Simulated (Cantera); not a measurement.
Charge: 1 mol c-C₄F₈, 0.069 mol Si, at 2023.15 K.

These are equilibrium values from Cantera (NASA tables, ideal gas, pure condensed phases), not measurements of a reactor. Candidate condensed phases: C, Si, SiC; 23 gas species. The feed counts by its element totals alone. The tables' values for SiF₃ are old estimates; treat these amounts as uncertain. Gases not in the tables: C₂F₆ and larger saturated fluorocarbons. Equilibrium is a limit: real reactors are often held back by kinetics, nucleation or transport.

x: gas mole fraction; n: condensed amount in mol.

```csv
P (Pa),x CF₄,x F,x CF₂,x SiF₄,x CF₃,x CF,n C(graphite)
1,0.000189,0.927,0.0586,0.00933,9.73e-5,0.00482,3.53
5.20,0.0123,0.764,0.207,0.0110,0.00147,0.00397,2.59
27,___,___,___,___,___,___,1.78
140,___,___,___,___,___,___,1.82
720,0.767,0.0532,0.139,0.0306,0.00954,0.000276,1.94
3700,0.878,0.0161,0.0656,0.0329,0.00701,8.38e-5,2.00
19000,0.927,0.00479,0.0298,0.0338,0.00485,2.49e-5,2.04
100000,0.948,0.00139,0.0131,0.0342,0.00326,7.20e-6,2.05
```

**Question.** Complete the blanks.

**Answer.** 
- 27, x CF₄: 0.184
- 27, x F: 0.437
- 27, x CF₂: 0.352
- 27, x SiF₄: 0.0170
- 27, x CF₃: 0.00744
- 27, x CF: 0.00227
- 140, x CF₄: 0.534
- 140, x F: 0.166
- 140, x CF₂: 0.263
- 140, x SiF₄: 0.0255
- 140, x CF₃: 0.0109
- 140, x CF: 0.000862
